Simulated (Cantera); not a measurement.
A freely propagating, adiabatic, planar premixed flame of H2 : O2 : N2 = 1 : 0.333 : 1.23 (molar parts), equivalence ratio 1.5, unburnt at 525 K and 1.00 bar; mixture-averaged transport, grid criteria slope 0.08 and curve 0.16, no radiation.

Detailed kinetics in Cantera: the H2/O2 subset of GRI-Mech 3.0, which has no nitrogen chemistry. Burning velocities carry a grid error of a few per cent, more on coarse grids.

Question: How do the results move with these cheaper or finer settings: unity-Lewis-number transport; multicomponent transport; multicomponent+Soret transport; grid criteria slope 0.5, curve 1; grid criteria slope 0.25, curve 0.5; grid criteria slope 0.03, curve 0.06?

Answer: 
| setting | laminar burning velocity | thermal thickness | peak x(HO2) | peak x(H2O2) | grid points |
|---|---|---|---|---|---|
| as above | 727 cm/s | 0.428 mm | 0.000341 | 2.26e-5 | 139 |
| unity-Lewis-number transport | 452 cm/s | 0.355 mm | 0.000260 | 9.02e-6 | 123 |
| multicomponent transport | 711 cm/s | 0.428 mm | 0.000341 | 2.26e-5 | 139 |
| multicomponent+Soret transport | 680 cm/s | 0.419 mm | 0.000344 | 2.34e-5 | 139 |
| grid criteria slope 0.5, curve 1 | 788 cm/s | 0.540 mm | 0.000316 | 1.58e-5 | 44 |
| grid criteria slope 0.25, curve 0.5 | 755 cm/s | 0.476 mm | 0.000331 | 1.87e-5 | 69 |
| grid criteria slope 0.03, curve 0.06 | 720 cm/s | 0.417 mm | 0.000343 | 2.36e-5 | 285 |
The base run took around 1.8 core-seconds (rough).
Unity Lewis numbers drop preferential diffusion, which matters most where H2 and H carry the flame; Soret adds thermal diffusion.
